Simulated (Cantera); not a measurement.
Cantera run:

```python
import numpy as np
import cantera as ct

gas_names = """
    Cr CrO CrO2 CrO3 H HO2 H2 H2O H2O2 O OH O2 O3
""".split()
cond_names = """
    Cr(cr) Cr(L) Cr2O3(s) Cr2O3(L) H2O(s) H2O(L)
""".split()


def load(file, names, dense=False):
    # The tables refer to 1 bar. Condensed volumes are neglected.
    table = {s.name: s for s in ct.Species.list_from_file(file)}
    out = []
    for n in names:
        d = dict(table[n].input_data)
        d["thermo"] = dict(d["thermo"], **{"reference-pressure": 1e5})
        if dense:
            d["equation-of-state"] = {"model": "constant-volume", "density": "1e6 g/cm^3"}
        out.append(ct.Species.from_dict(d))
    return out


gas = ct.Solution(thermo="ideal-gas", species=load("nasa_gas.yaml", gas_names))
cond = {s.name: ct.Solution(thermo="fixed-stoichiometry", species=[s], name=s.name)
        for s in load("nasa_condensed.yaml", cond_names, dense=True)}
atoms = {
    'Cr': {'Cr': 1},
    'H2O': {'H': 2, 'O': 1},
    'H2': {'H': 2},
}
top_T = {}  # K; cautious upper limits of use, not melting points


def equilibrate(T, P, feed):
    n = {}
    for name, mol in feed.items():
        for a, k in atoms[name].items():
            n[a] = n.get(a, 0.0) + k * mol
    gas.TPX = T, P, n
    mass = sum(n.values()) * gas.mean_molecular_weight
    gas.equilibrate("TP")
    valid = [c for c in cond.values() if c.min_temp <= T <= top_T.get(c.name, c.max_temp)]
    mix = ct.Mixture([(gas, mass / gas.mean_molecular_weight)] + [(c, 0.0) for c in valid])
    mix.T, mix.P = T, P
    mix.equilibrate("TP", solver="vcs", rtol=1e-11, max_steps=5000)
    return mix


results = []
feed = {'Cr': 1, 'H2O': 0.19, 'H2': 47}  # mol
T = 2273  # K
for P in [0.1, 1, 10, 100, 1000, 10000, 100000, 1000000]:
    mix = equilibrate(T, P, feed)
    results.append((T, P, feed, dict(zip(mix.species_names, mix.species_moles))))

top = {s: max(r[3][s] / sum(r[3][g] for g in gas_names) for r in results) for s in gas_names}
cols = sorted((s for s in top if top[s] > 0.0001), key=lambda s: -top[s])[:5]
seen = [c for c in cond_names if any(r[3].get(c, 0) > 1e-12 for r in results)]
print("log10 of partial pressures in bar; condensed amounts in mol")
print(f"{'P/Pa':>10s}" + "".join(f"{s[:9]:>10s}" for s in cols + seen))
for T, P, feed, n in results:
    ng = sum(n[g] for g in gas_names)
    print(f"{P:10.4g}" + "".join(f"{np.log10(max(n[s] / ng * P / 1e5, 1e-99)):10.3f}" for s in cols)
          + "".join(f"{n.get(c, 0):10.4g}" for c in seen))
```

Result:

```
log10 of partial pressures in bar; condensed amounts in mol
      P/Pa        H2         H        Cr       H2O         O     Cr(L)
       0.1    -7.872    -6.011    -7.975   -11.453    -8.706         0
         1    -5.962    -5.057    -6.936    -8.622    -7.784         0
        10    -4.366    -4.259    -5.825    -6.692    -7.450         0
       100    -3.126    -3.639    -4.738    -5.490    -7.488         0
      1000    -2.047    -3.099    -3.702    -4.436    -7.513         0
     1e+04    -1.022    -2.587    -2.690    -3.420    -7.521         0
     1e+05    -0.012    -2.082    -1.812    -2.410    -7.522    0.2561
     1e+06     0.996    -1.577    -1.812    -1.397    -7.517    0.9269
```

These are equilibrium values from Cantera (NASA tables, ideal gas, pure condensed phases), not measurements of a reactor.
